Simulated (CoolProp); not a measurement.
Vapour-liquid equilibrium of R22 (1) + R11 (2) at 295.9 K; x and y are mole fractions of (1).

Computed with CoolProp (multi-fluid Helmholtz-energy mixture model, Kamei 1995 and Jacobsen 1992; pair parameters Bell 2016).

```
x     bubble pressure (kPa)  y at the bubble point  dew pressure at overall composition x (kPa)  liquid density (mol/L)
----  ---------------------  ---------------------  -------------------------------------------  ----------------------
0.05                  163.3                  0.417                                            ?                   10.92
0.2                   329.6                      ?                                        121.3                   11.32
0.35                  464.3                  0.834                                            ?                       ?
0.5                   581.8                  0.887                                        188.3                   12.18
0.65                  693.4                  0.924                                        258.9                   12.65
0.8                       ?                  0.957                                        406.9                   13.15
0.95                      ?                  0.989                                        783.2                   13.68
```

Task: Fill in the missing entries.

Result: 
- 0.05, dew pressure at overall composition x (kPa): 102.9
- 0.2, y at the bubble point: 0.737
- 0.35, dew pressure at overall composition x (kPa): 147.7
- 0.35, liquid density (mol/L): 11.74
- 0.8, bubble pressure (kPa): 808.7
- 0.95, bubble pressure (kPa): 935.7

No azeotrope shows between x = 0.05 and 0.95.

Pair parameters are fitted to limited data, so mixtures are less certain than the pure fluids.
